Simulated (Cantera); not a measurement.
A closed system holds: 1 mol Si, 0.06 mol N2O, 2.1 mol H2, at 19.0 Pa.

Method: chemical equilibrium by Gibbs-energy minimisation in Cantera with the NASA 1993 tables (ideal gas, pure condensed phases). Candidate condensed phases: H2O, Si, SiO2, Si2N2O, Si3N4; 35 gas species. Rates play no part. All values below are at 1600 K.

Base state: H2 0.942, SiO 0.0270, N2 0.0270, H 0.00383, Si 0.000513, SiH 1.50e-5 (mole fractions); condensed: Si(s).

Q: What changes in the equilibrium state with this change: Si replaced by SiC?

A: 
| species | before | after |
|---|---|---|
| H2 | 0.942 | 0.942 |
| N2 | 0.0270 | 0.0270 |
| CO | 0 | 0.0135 |
| SiO | 0.0270 | 0.0134 |
| Si | 0.000513 | 9.98e-5 |
| HCN | 0 | 1.76e-5 |
| SiH | 1.50e-5 | 2.91e-6 |
| H | 0.00383 | 0.00383 |
| Si(s), mol | 0.939 | 0 |
| SiC(s), mol | 0 | 0.970 |
Further candidate phases: C, C6H6, C7H8, C8H18, SiC.
